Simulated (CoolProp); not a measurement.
A simple Rankine cycle with cyclohexane: condensing at 302.15 K, boiler at 0.306 MPa, turbine inlet 435.8 K, turbine efficiency 0.9, pump efficiency 0.8, no recuperator. Each further row changes one setting.

Computed with CoolProp (reference Helmholtz-energy equation of state, Zhou 2014).

| case | thermal efficiency (%) | net work (kJ/kg) | heat in (kJ/kg) | turbine exit temperature (K) | volume ratio over the turbine |
|---|---|---|---|---|---|
| as stated | 17.2 | 103 | 600 | 374.2 | 17.9 |
| turbine inlet 455.8 K | 17.0 | 109 | 641 | 394.9 | 17.9 |
| condensing temperature 294.15 K | 18.7 | 115 | 615 | 367.0 | 25.2 |
| boiler pressure 0.214 MPa | 15.4 | 92.7 | 603 | 382.2 | 12.5 |
| turbine efficiency 0.8 | 15.3 | 91.9 | 600 | 381.1 | 18.2 |
